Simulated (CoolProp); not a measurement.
Dry air at 293.15 K and 6.34 MPa flows at 0.33 m/s in a round tube of 50 mm bore and 1.5 µm roughness, fully developed (64/Re and Nu = 3.66 if laminar; Colebrook and Gnielinski if turbulent). Each further row changes one setting.

Values from CoolProp's reference Helmholtz-energy equation of state, Lemmon 2000. It is a pseudo-pure fit of the blend.

```csv
case,Reynolds number,Darcy friction factor,pressure drop (Pa/m),heat-transfer coefficient (W/(m² K)),mass flow (kg/h)
as stated,…,…,1.65,…,178
velocity 0.66 m/s,130000,…,5.73,133,356
diameter 100 mm,130000,…,0.713,66.3,712
```

**Question.** Some entries are withheld; supply them.

**Answer.** 
- as stated, Reynolds number: 64900
- as stated, Darcy friction factor: 0.0199
- as stated, heat-transfer coefficient (W/(m² K)): 76.8
- velocity 0.66 m/s, Darcy friction factor: 0.0172
- diameter 100 mm, Darcy friction factor: 0.0171

Viscosity comes from a separate model (Lemmon 2004). Thermal conductivity comes from a separate model (Lemmon 2004).
